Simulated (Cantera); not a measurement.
A perfectly stirred reactor is fed with CO : H2 : CH4 : O2 : N2 = 1 : 0.062 : 0.75 : 2.18 : 8.21 (molar parts), at 91000 Pa; it is adiabatic with a 650 K inlet, and is followed from long to short residence time, starting on the burning branch (τ in s: 0.045, 0.017, 0.0065, 0.0025, 0.00095, 0.00036, 0.00014, 5.2e-05, 2e-05).

Computed with Cantera and GRI-Mech 3.0 (53 species, 325 reactions).

Problem. Predict: blow-out, bracketed by the residence times tried; x(CO) at τ = 45.0 ms; x(H2) at τ = 45.0 ms; x(CH4) at τ = 45.0 ms; x(CH2O) at τ = 45.0 ms; x(CO) at τ = 0.950 ms; x(H2) at τ = 0.950 ms; x(CH4) at τ = 0.950 ms; x(CH2O) at τ = 0.950 ms; x(CH2CO) at τ = 0.950 ms.

Solution. 
* **blow-out, bracketed by the residence times tried**: burning at 52.0 µs, out at 20.0 µs
* **x(CO) at τ = 45.0 ms**: 0.0211
* **x(H2) at τ = 45.0 ms**: 0.00353
* **x(CH4) at τ = 45.0 ms**: 2.38e-6
* **x(CH2O) at τ = 45.0 ms**: 4.64e-7
* **x(CO) at τ = 0.950 ms**: 0.0417
* **x(H2) at τ = 0.950 ms**: 0.00842
* **x(CH4) at τ = 0.950 ms**: 5.18e-5
* **x(CH2O) at τ = 0.950 ms**: 8.15e-6
* **x(CH2CO) at τ = 0.950 ms**: 1.36e-8
